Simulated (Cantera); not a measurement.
## Ignition delay

Mixture: 18.4 % CO, 2.02 % H2, 15.2 % O2, 57.1 % N2, 7.34 % CO2, equivalence ratio 0.67, at 2800000 Pa, adiabatic and at constant pressure. Ignition delay is the time to a rise of 400 K.

Computed with Cantera and GRI-Mech 3.0 (53 species, 325 reactions). The hydrogen kinetics of GRI-Mech 3.0 are dated; newer H2 mechanisms differ, most at raised pressure. The pressure lies above the range GRI-Mech 3.0 was tuned for (to about 10 atm). Below about 950 K walls govern HO2 and H2O2 in real vessels.

```json
[
 {"T0 (K)": "898", "delay (ms)": "61.4"},
 {"T0 (K)": "948", "delay (ms)": "16.2"},
 {"T0 (K)": "998", "delay (ms)": "4.89"},
 {"T0 (K)": "1048", "delay (ms)": "1.66"},
 {"T0 (K)": "1098", "delay (ms)": "0.625"},
 {"T0 (K)": "1148", "delay (ms)": "0.256"},
 {"T0 (K)": "1198", "delay (ms)": "0.113"},
 {"T0 (K)": "1248", "delay (ms)": "0.0530"}
]
```

```json
{
 "apparent activation energy between 1148 and 1248 K": "190 kJ/mol"
}
```
